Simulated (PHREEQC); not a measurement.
1.8 g of hydrous ferric oxide (600 m²/g; 0.2 weak and 0.005 strong sites per Fe, Dzombak-Morel constants, diffuse double layer) in 1 kg of water with 0.1 mol/kgw of an inert sodium salt and 4.2e-06 mol CaCl2 and 6.4e-06 mol MgCl2, at 25 °C; the pH is set by adding NaOH or the inert anion's acid. Oxygen alone is held at its pressure in air (log pO2 = -0.68). The system is closed to CO2. Nothing may precipitate in this run.

The series has 17 steps of pH, from 3 to 9.

Computed with PHREEQC (ion-association model, wateq4f.dat).

Task: Near which pH is half of the Ca sorbed, and on which side is more sorbed?

Result: Near pH 7.8, with more sorbed at higher pH.

Task: Near which pH is half of the Mg sorbed, and on which side is more sorbed?

Result: Near pH 7.8, with more sorbed at higher pH.

The oxide is taken as insoluble; below pH 4 it would dissolve.
